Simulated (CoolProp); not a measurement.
Properties of propylene glycol along the isobar 0.73 MPa.

Model: reference Helmholtz-energy equation of state, Eisenbach 2021, in CoolProp.

```
T (°C)   phase  speed of sound (m/s)  Joule-Thomson coefficient (K/MPa)
------  ------  --------------------  ---------------------------------
254.55  liquid                 817.0                         (withheld)
263.75  liquid                 785.9                           -0.03474
272.95     gas                 230.7                         (withheld)
282.25     gas                 233.9                              9.293
291.45     gas                 237.0                              8.700
300.65     gas                 240.0                              8.165
309.95     gas                 243.0                              7.677
319.15     gas                 245.8                              7.239
328.35     gas                 248.5                              6.841
337.65     gas                 251.2                              6.473
346.85     gas                 253.8                         (withheld)
```

**Question.** Some entries are withheld; supply them.

**Answer.** 
- 254.55, Joule-Thomson coefficient (K/MPa): -0.05590
- 272.95, Joule-Thomson coefficient (K/MPa): 9.962
- 346.85, Joule-Thomson coefficient (K/MPa): 6.141
